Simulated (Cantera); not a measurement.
Cantera with NASA thermochemical tables; ideal gases at 1 bar, condensed phases pure. Values are per mole of reaction as written; species without (g) are pure solids or liquids, kept so even where they would boil at 1 bar.

Q: Between 300 and 1350 K, where is each reaction favourable under standard conditions?
- 2 Cu + Cl₂(g) = 0.6667 Cu₃Cl₃(g)
- 2 Li + Cl₂(g) = 2 LiCl(g)
- 0.5 Ti + Cl₂(g) = 0.5 TiCl₄(g)

A: 
- 2 Cu + Cl₂(g) = 0.6667 Cu₃Cl₃(g): ΔG° is -171 kJ at 300 K and -166 kJ at 1350 K; it stays negative (K > 1). ΔH° is -178 kJ and ΔS° -9 J/K at 1350 K.
- 2 Li + Cl₂(g) = 2 LiCl(g): ΔG° is -435 kJ at 300 K and -554 kJ at 1350 K; it stays negative (K > 1). ΔH° is -420 kJ and ΔS° 99 J/K at 1350 K.
- 0.5 Ti + Cl₂(g) = 0.5 TiCl₄(g): ΔG° is -363 kJ at 300 K and -300 kJ at 1350 K; it stays negative (K > 1). ΔH° is -383 kJ and ΔS° -61 J/K at 1350 K.
